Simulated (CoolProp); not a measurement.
A simple Rankine cycle with R115: condensing at 291.15 K, boiler at 2.65 MPa, turbine inlet 385.1 K, turbine efficiency 0.65, pump efficiency 0.7, no recuperator. Each further row changes one setting.

Values from CoolProp's reference Helmholtz-energy equation of state, Lemmon 2016.

```tsv
case	thermal efficiency (%)	net work (kJ/kg)	heat in (kJ/kg)	turbine exit temperature (K)	volume ratio over the turbine
as stated	7.2	11.4	159	351.8	3.94
turbine inlet 405.1 K	7.1	12.7	179	373.7	3.79
condensing temperature 283.15 K	8.2	13.8	167	347.3	4.96
boiler pressure 1.85 MPa	5.5	9.16	167	363.8	2.58
turbine efficiency 0.55	5.9	9.34	159	354.3	3.98
```
